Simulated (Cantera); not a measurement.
An isothermal, constant-pressure homogeneous reactor starts with 76.9 % N₂O, 23.1 % O₂, at 1498 K and 0.0133 bar.

Model: GRI-Mech 3.0 (53 species, 325 reactions), integrated in Cantera. GRI-Mech 3.0 was tuned for natural gas; its chemistry of N2O as a main component is partial and can be far from experiment. Radical loss at walls, strong at low pressure, is not modelled. The temperature is held fixed by assumption; the heat of reaction is taken as removed at once.

### Question
Predict: x(N₂O) at 100 s; x(O₂) at 100 s; x(NO₂) at 100 s; x(N₂) at 100 s; x(NO) at 100 s.

### Answer
* **x(N₂O) at 100 s**: 4.52e-6 (gas-phase equilibrium 8.83e-9)
* **x(O₂) at 100 s**: 0.377 (gas-phase equilibrium 0.444)
* **x(NO₂) at 100 s**: 0.000112 (gas-phase equilibrium 1.34e-6)
* **x(N₂) at 100 s**: 0.488 (gas-phase equilibrium 0.555)
* **x(NO) at 100 s**: 0.135 (gas-phase equilibrium 0.00149)
